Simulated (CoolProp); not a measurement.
Carbon dioxide along the isotherm -51.55 °C: Z from the reference equation and from simpler models built on Tc = 31.0 °C, pc = 7377 kPa, ω = 0.224; each cubic takes its own stable root.

Computed with CoolProp (reference Helmholtz-energy equation of state, Span 1996).

| p (kPa) | phase | reference |
|---|---|---|
| 35 | gas | 0.9954 |
| 52.8 | gas | 0.9930 |
| 79.6 | gas | 0.9894 |
| 120 | gas | 0.9839 |
| 181 | gas | 0.9755 |
| 273 | gas | 0.9626 |
| 412 | gas | 0.9424 |
| 622 | gas | 0.9101 |
| 939 | liquid | 0.01932 |
| 1420 | liquid | 0.02919 |
| 2140 | liquid | 0.04393 |
| 3220 | liquid | 0.06596 |
| 4860 | liquid | 0.09925 |
| 7340 | liquid | 0.1492 |
| 11100 | liquid | 0.2242 |

**Question.** How far does each simpler model (van der Waals, Soave-Redlich-Kwong, Peng-Robinson) lie from the reference over these 15 states: mean and median of the absolute difference, and the worst?

**Answer.** 
- van der Waals: mean 519.7 %, median 3.8 %, worst +4629.8 % at -51.55 °C and 939 kPa
- Soave-Redlich-Kwong: mean 4.0 %, median 1.0 %, worst +8.6 % at -51.55 °C and 939 kPa
- Peng-Robinson: mean 2.1 %, median 0.6 %, worst -4.6 % at -51.55 °C and 11100 kPa

At some of these states van der Waals gives the other phase, because its saturation line lies elsewhere.
